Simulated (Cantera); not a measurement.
An isothermal, constant-pressure homogeneous reactor starts with NO : N₂ = 1 : 1.7 (molar parts), at 2125 K and 8300 Pa.

Detailed kinetics in Cantera: GRI-Mech 3.0 (53 species, 325 reactions).

Predict: x(NO) at 2.00 s; x(O₂) at 2.00 s; x(O) at 2.00 s; x(N₂O) at 2.00 s; x(NO₂) at 2.00 s; x(N₂) at 2.00 s.


| Item | Result |
|---|---|
| x(NO) at 2.00 s | 0.0852 (gas-phase equilibrium 0.00993) |
| x(O₂) at 2.00 s | 0.141 (gas-phase equilibrium 0.179) |
| x(O) at 2.00 s | 0.00219 (gas-phase equilibrium 0.00244) |
| x(N₂O) at 2.00 s | 2.53e-6 (gas-phase equilibrium 1.62e-7) |
| x(NO₂) at 2.00 s | 2.84e-5 (gas-phase equilibrium 3.73e-6) |
| x(N₂) at 2.00 s | 0.771 (gas-phase equilibrium 0.809) |
